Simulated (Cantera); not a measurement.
## Thermodynamics of boron, boron nitride and boron oxide, feed BCl₃ + H₂ + N₂

Charge: 1 mol BCl₃, 26 mol H₂, 0.14 mol N₂, equilibrated at 0.0340 bar.

Cantera equilibrium calculation (NASA polynomials, part measured and part estimated; ideal gas, pure solids and liquids). Candidate condensed phases: B, BN, NH₄Cl; 21 gas species. N₂ is the only nitrogen source here; it is nearly inert below about 1500 K, so the nitride shown seldom forms there in practice. Mutual solubility and eutectic melting of coexisting phases are not modelled. The tables' values for BCl, BCl₂, BH₂ are old estimates; treat these amounts as uncertain. Gases not in the tables: BHCl₂. Equilibrium is a limit: real reactors are often held back by kinetics, nucleation or transport.

| T (K) | x H₂ | x HCl | x BCl₃ | x BCl | x H | x BCl₂ | x Cl | x BH₂ | n B(s) | n BN(s) |
|---|---|---|---|---|---|---|---|---|---|---|
| 1100 | 0.912 | 0.0771 | 0.0109 | 1.19e-7 | 1.34e-7 | 1.61e-6 | 1.01e-8 | 3.10e-8 | 0.423 | 0.280 |
| 1150 | 0.907 | 0.0848 | 0.00825 | 3.95e-7 | 3.85e-7 | 3.25e-6 | 3.17e-8 | 7.79e-8 | 0.494 | 0.280 |
| 1200 | 0.903 | 0.0911 | 0.00612 | 1.17e-6 | 1.02e-6 | 6.00e-6 | 8.89e-8 | 1.82e-7 | 0.552 | 0.280 |
| 1250 | 0.900 | 0.0959 | 0.00446 | 3.14e-6 | 2.49e-6 | 1.02e-5 | 2.27e-7 | 3.95e-7 | 0.597 | 0.280 |
| 1300 | 0.897 | 0.0996 | 0.00322 | 7.68e-6 | 5.68e-6 | 1.64e-5 | 5.32e-7 | 8.10e-7 | 0.631 | 0.280 |
| 1350 | 0.895 | 0.102 | 0.00232 | 1.74e-5 | 1.22e-5 | 2.49e-5 | 1.16e-6 | 1.57e-6 | 0.655 | 0.280 |
| 1400 | 0.894 | 0.104 | 0.00168 | 3.71e-5 | 2.49e-5 | 3.63e-5 | 2.39e-6 | 2.91e-6 | 0.672 | 0.280 |
| 1450 | 0.893 | 0.105 | 0.00123 | 7.44e-5 | 4.85e-5 | 5.09e-5 | 4.65e-6 | 5.17e-6 | 0.683 | 0.280 |
| 1500 | 0.893 | 0.106 | 0.000905 | 0.000142 | 9.02e-5 | 6.93e-5 | 8.64e-6 | 8.83e-6 | 0.689 | 0.280 |
| 1550 | 0.892 | 0.107 | 0.000675 | 0.000258 | 0.000161 | 9.18e-5 | 1.54e-5 | 1.45e-5 | 0.691 | 0.280 |
| 1600 | 0.892 | 0.107 | 0.000509 | 0.000451 | 0.000278 | 0.000119 | 2.64e-5 | 2.32e-5 | 0.690 | 0.280 |
| 1650 | 0.891 | 0.107 | 0.000388 | 0.000761 | 0.000465 | 0.000151 | 4.37e-5 | 3.60e-5 | 0.684 | 0.280 |
| 1700 | 0.891 | 0.106 | 0.000298 | 0.00124 | 0.000754 | 0.000188 | 7.00e-5 | 5.44e-5 | 0.672 | 0.279 |
x: gas mole fraction; n: condensed amount in mol.

From 1100 K to 1700 K the condensed part is B(s) + BN(s). The share of B in condensed phases is highest at 1550 K (97.1 %) and lowest at 1100 K (70.3 %).
